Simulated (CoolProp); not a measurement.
R21 along the isotherm 32.95 °C: density (kg/m³) from the reference equation and from simpler models built on Tc = 179.6 °C, pc = 5.289 MPa, ω = 0.206; each cubic takes its own stable root.

The numbers come from the reference Helmholtz-energy equation of state, Platzer 1990 in CoolProp. This equation is an older, rougher fit; its heat capacities, sound speeds and derivatives of the liquid may be far off and weren't checked against measurements.

| p (MPa) | phase | reference | van der Waals | Redlich-Kwong | Peng-Robinson |
|---|---|---|---|---|---|
| 0.0418 | gas | 1.709 | 1.700 | 1.704 | 1.706 |
| 0.0793 | gas | 3.274 | 3.243 | 3.257 | 3.264 |
| 0.15 | gas | 6.317 | 6.198 | 6.249 | 6.275 |
| 0.285 | liquid | 1348 | 12.02 | 12.22 | 1429 |
| 0.54 | liquid | 1349 | 23.78 | 1227 | 1430 |
| 1.02 | liquid | 1351 | 843.0 | 1230 | 1431 |
| 1.94 | liquid | 1353 | 848.7 | 1234 | 1435 |
| 3.68 | liquid | 1358 | 858.5 | 1242 | 1441 |
| 6.97 | liquid | 1367 | 874.3 | 1255 | 1451 |
| 13.2 | liquid | 1382 | 898.0 | 1278 | 1470 |

At some of these states van der Waals, Redlich-Kwong gives the other phase, because its saturation line lies elsewhere.
